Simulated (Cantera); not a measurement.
Input: 1 mol B2O3, 2.6 mol N2, 1.5 mol H2, at 1200 °C and 0.0110 bar.

Method: chemical equilibrium by Gibbs-energy minimisation in Cantera with the NASA 1993 tables (ideal gas, pure condensed phases). N2 is the only nitrogen source here; it is nearly inert below about 1500 K, so the nitride shown seldom forms there in practice. Mutual solubility and eutectic melting of coexisting phases are not modelled. Rates play no part.

| species | before | after |
|---|---|---|
| N2 | 0.631 | 0.509 |
| H2 | 0.361 | 0.254 |
| B2O3 | 0.00112 | 0.146 |
| B2O2 | 3.71e-5 | 0.0106 |
| HBO | 0.00129 | 0.0266 |
| HBO2 | 0.00422 | 0.0486 |
| BO2 | 2.73e-8 | 2.64e-5 |
| BO | 7.04e-6 | 0.00321 |
| H | 7.25e-5 | 0.00172 |
| H2O | 0.000543 | 0.00119 |
| BN(s), mol | 0.00539 | 0 |
| B2O3(l), mol | 0.981 | 0 |
Gas species are given as mole fractions.

What was changed between the two runs?
A. temperature from 1200 °C to 600 °C
B. temperature from 1200 °C to 1527 °C
C. temperature from 1200 °C to 1900 °C
D. temperature from 1200 °C to 1225 °C

B, temperature from 1200 °C to 1527 °C
